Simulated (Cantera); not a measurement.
A freely propagating, adiabatic, planar premixed flame of 19.4 % H2, 15.9 % O2, 59.8 % N2, 4.85 % H2O, unburnt at 675 K and 1000000 Pa; mixture-averaged transport, grid criteria slope 0.08 and curve 0.16, no radiation.

Model: the H2/O2 subset of GRI-Mech 3.0, which has no nitrogen chemistry, integrated in Cantera. The hydrogen kinetics of GRI-Mech 3.0 are dated; newer H2 mechanisms differ, most at raised pressure. Burning velocities carry a grid error of a few per cent, more on coarse grids. Lean hydrogen flames are cellular in practice and burn faster than this planar one.

### Question
Predict: laminar burning velocity; thermal thickness; peak x(HO2); peak x(H); peak x(H2O2).

### Answer
```json
{
  "laminar_burning_velocity": "149 cm/s",
  "thermal_thickness": "0.0383 mm",
  "peak x(HO2)": "0.000921",
  "peak x(H)": "0.00177",
  "peak x(H2O2)": "0.000352"
}
```
